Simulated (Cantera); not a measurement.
A perfectly stirred reactor is fed with CH₄ : H₂ : O₂ : N₂ = 1 : 0.75 : 1.4 : 5.25 (molar parts), at 10.0 bar; it is adiabatic with a 775 K inlet, and is followed from long to short residence time, starting on the burning branch (τ in s: 0.14, 0.053, 0.021, 0.0081, 0.0031, 0.0012, 0.00048, 0.00019, 7.3e-05, 2.9e-05, 1.1e-05, 4.4e-06).

Cantera simulation using GRI-Mech 3.0 (53 species, 325 reactions); the numbers are that mechanism's predictions, not measurements.

Task: Predict: blow-out, bracketed by the residence times tried; x(CH₄) at τ = 0.140 s; x(H₂) at τ = 0.140 s; x(O₂) at τ = 0.140 s; x(CO) at τ = 0.140 s; x(HCO) at τ = 0.140 s; x(CH₄) at τ = 0.480 ms; x(H₂) at τ = 0.480 ms; x(O₂) at τ = 0.480 ms; x(CO) at τ = 0.480 ms; x(HCO) at τ = 0.480 ms.

Result: 
- blow-out, bracketed by the residence times tried: burning at 73.0 µs, out at 29.0 µs
- x(CH₄) at τ = 0.140 s: 0.000122
- x(H₂) at τ = 0.140 s: 0.128
- x(O₂) at τ = 0.140 s: 8.88e-6
- x(CO) at τ = 0.140 s: 0.0879
- x(HCO) at τ = 0.140 s: 1.42e-7
- x(CH₄) at τ = 0.480 ms: 0.00574
- x(H₂) at τ = 0.480 ms: 0.104
- x(O₂) at τ = 0.480 ms: 0.00181
- x(CO) at τ = 0.480 ms: 0.0754
- x(HCO) at τ = 0.480 ms: 6.26e-7
